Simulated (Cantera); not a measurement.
A Cantera script and what it prints.

```python
import numpy as np
import cantera as ct

gas_names = [...]  # 151 gases of nasa_gas.yaml made of C, H, N, O, Si
cond_names = """
    C(gr) C6H6(L) C7H8(L) C8H18(L),n-octa H2O(s) H2O(L) Si(cr) Si(L) SiC(b) SiO2(Lqz) SiO2(hqz) SiO2(L)
    Si2N2O(s) Si3N4(a)
""".split()


# ... load() reads the species with a 1 bar reference pressure and builds the phases ...
atoms = {
    'SiC': {'Si': 1, 'C': 1},
    'N2O': {'N': 2, 'O': 1},
    'H2': {'H': 2},
}
top_T = {'C(gr)': 4500, 'SiC(b)': 3050, 'Si2N2O(s)': 2100, 'Si3N4(a)': 2400}  # K; cautious upper limits of use, not melting points


# ... equilibrate(T, P, feed) seeds the gas with the atoms and calls Mixture.equilibrate('TP', solver="vcs", rtol=1e-11, max_steps=5000) ...
results = []
feed = {'SiC': 1, 'N2O': 0.19, 'H2': 15}  # mol
P = 12000  # Pa
for T in [900, 1000, 1100, 1200, 1300, 1400, 1500, 1600, 1700, 1800, 1900, 2000, 2100]:
    mix = equilibrate(T, P, feed)
    results.append((T, P, feed, dict(zip(mix.species_names, mix.species_moles))))
    x = sorted(zip(gas.X, gas.species_names), reverse=True)
    print(f"T = {T:g} K  P = {P:g} Pa  gas = {mix.phase_moles(0):.4g} mol")
    print("   x: " + "  ".join(f"{s} {v:.3e}" for v, s in x if v > 1e-05))
    print("   condensed (mol): " + ("  ".join(f"{mix.phase(i).name} {mix.phase_moles(i):.4g}"
          for i in range(1, mix.n_phases) if mix.phase_moles(i) > 1e-12) or "none"))
```

Result:

```
T = 900 K  P = 12000 Pa  gas = 14.62 mol
   x: H2 9.740e-01  CH4 2.599e-02
   condensed (mol): SiC(b) 0.62  Si2N2O(s) 0.19
T = 1000 K  P = 12000 Pa  gas = 14.83 mol
   x: H2 9.888e-01  CH4 1.120e-02
   condensed (mol): C(gr) 0.2138  SiC(b) 0.62  Si2N2O(s) 0.19
T = 1100 K  P = 12000 Pa  gas = 14.94 mol
   x: H2 9.957e-01  CH4 4.271e-03
   condensed (mol): C(gr) 0.3162  SiC(b) 0.62  Si2N2O(s) 0.19
T = 1200 K  P = 12000 Pa  gas = 14.97 mol
   x: H2 9.981e-01  CH4 1.888e-03  CO 1.630e-05  N2 1.616e-05
   condensed (mol): C(gr) 0.351  SiC(b) 0.6205  Si2N2O(s) 0.1898
T = 1300 K  P = 12000 Pa  gas = 14.99 mol
   x: H2 9.986e-01  CH4 9.411e-04  CO 2.217e-04  N2 2.204e-04
   condensed (mol): C(gr) 0.3558  SiC(b) 0.6267  Si2N2O(s) 0.1867
T = 1400 K  P = 12000 Pa  gas = 15.05 mol
   x: H2 9.953e-01  CO 2.061e-03  N2 2.053e-03  CH4 5.135e-04  HCN 2.243e-05  H 1.401e-05
   condensed (mol): C(gr) 0.2787  SiC(b) 0.6821  Si2N2O(s) 0.1589
T = 1500 K  P = 12000 Pa  gas = 15.25 mol
   x: H2 9.832e-01  N2 8.201e-03  CO 8.200e-03  CH4 2.075e-04  HCN 6.607e-05  H 5.039e-05  SiO 3.318e-05
   condensed (mol): SiC(b) 0.8706  Si2N2O(s) 0.06443
T = 1600 K  P = 12000 Pa  gas = 15.26 mol
   x: H2 9.826e-01  N2 8.546e-03  CO 8.118e-03  SiO 4.468e-04  H 1.556e-04  CH4 4.342e-05  HCN 4.306e-05
   condensed (mol): SiC(b) 0.8747  Si2N2O(s) 0.05923
T = 1700 K  P = 12000 Pa  gas = 15.33 mol
   x: H2 9.781e-01  N2 1.070e-02  CO 7.011e-03  SiO 3.701e-03  H 4.207e-04  HCN 3.300e-05  CH4 1.107e-05
   condensed (mol): SiC(b) 0.8918  Si2N2O(s) 0.0257
T = 1800 K  P = 12000 Pa  gas = 15.39 mol
   x: H2 9.742e-01  N2 1.232e-02  SiO 6.192e-03  CO 6.153e-03  H 1.020e-03  HCN 4.998e-05
   condensed (mol): SiC(b) 0.9044
T = 1900 K  P = 12000 Pa  gas = 15.4 mol
   x: H2 9.729e-01  N2 1.229e-02  SiO 6.179e-03  CO 6.159e-03  H 2.260e-03  HCN 9.082e-05  Si 4.577e-05  SiH2 2.471e-05  SiH 1.358e-05
   condensed (mol): SiC(b) 0.9035
T = 2000 K  P = 12000 Pa  gas = 15.42 mol
   x: H2 9.703e-01  N2 1.224e-02  CO 6.229e-03  SiO 6.092e-03  H 4.624e-03  Si 2.039e-04  HCN 1.568e-04  SiH2 5.789e-05  SiH 4.720e-05
   condensed (mol): SiC(b) 0.901
T = 2100 K  P = 12000 Pa  gas = 15.46 mol
   x: H2 9.654e-01  N2 1.214e-02  H 8.837e-03  CO 6.520e-03  SiO 5.767e-03  Si 7.566e-04  HCN 2.660e-04  SiH 1.397e-04  SiH2 1.199e-04  Si2C 3.095e-05  C2H2,acetylene 1.830e-05  HNC 1.796e-05
   condensed (mol): SiC(b) 0.8936
```

Method: chemical equilibrium by Gibbs-energy minimisation in Cantera with the NASA 1993 tables (ideal gas, pure condensed phases). Mutual solubility and eutectic melting of coexisting phases are not modelled. Gases not in the tables: Si2H6 and higher silanes.
